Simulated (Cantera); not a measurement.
A closed system holds: 1 mol N₂O, 0.084 mol H₂, 1.4 mol O₂, held at 723 K and 720 Pa.

Cantera equilibrium calculation (NASA polynomials, part measured and part estimated; ideal gas, pure solids and liquids). Candidate condensed phases: H₂O; 24 gas species. Rates play no part.

Base state: O₂ 0.632, N₂ 0.340, H₂O 0.0286 (mole fractions); condensed: gas only.

### Question
What changes in the equilibrium state with this change: N₂O replaced by SO₂?

### Answer
```tsv
species	before	after
O₂	0.632	0.455
SO₃	0	0.455
SO₂	0	0.0476
N₂	0.340	0
H₂O	0.0286	0.0422
H₂SO₄	0	4.10e-5
```
Further candidate phases: H₂SO₄, S.

### Question
What changes in the equilibrium state with this change: temperature from 723 K to 2475 K?

### Answer
| species | before | after |
|---|---|---|
| O₂ | 0.632 | 0.522 |
| N₂ | 0.340 | 0.307 |
| O | <1e-9 | 0.109 |
| OH | <1e-9 | 0.0197 |
| NO | 5.28e-7 | 0.0216 |
| H₂O | 0.0286 | 0.0116 |
| H | <1e-9 | 0.00838 |
| H₂ | <1e-9 | 0.000999 |

### Question
What changes in the equilibrium state with this change: temperature from 723 K to 3398 K?

### Answer
| species | before | after |
|---|---|---|
| O | <1e-9 | 0.724 |
| N₂ | 0.340 | 0.201 |
| H | <1e-9 | 0.0335 |
| O₂ | 0.632 | 0.0264 |
| NO | 5.28e-7 | 0.0131 |
| H₂O | 0.0286 | 3.51e-6 |
| OH | <1e-9 | 0.00137 |
| N | <1e-9 | 0.000711 |
| H₂ | <1e-9 | 3.73e-5 |
